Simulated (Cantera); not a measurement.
Feed: 1 mol B2O3, 3.2 mol F2, 0.84 mol O2, held at 6400 Pa.

Cantera equilibrium calculation (NASA polynomials, part measured and part estimated; ideal gas, pure solids and liquids). Candidate condensed phases: B, B2O3; 21 gas species. Rates play no part. All values below are at 1600 K.

Base state: O2 0.494, BF3 0.422, F 0.0843, O 4.03e-5, F2 2.65e-5 (mole fractions); condensed: gas only.

Task: What changes in the equilibrium state with this change: F2 from 3.2 to 15 mol?

Result: 
```tsv
species	before	after
F	0.0843	0.844
O2	0.494	0.0828
BF3	0.422	0.0708
F2	2.65e-5	0.00265
FO	5.04e-6	2.06e-5
```
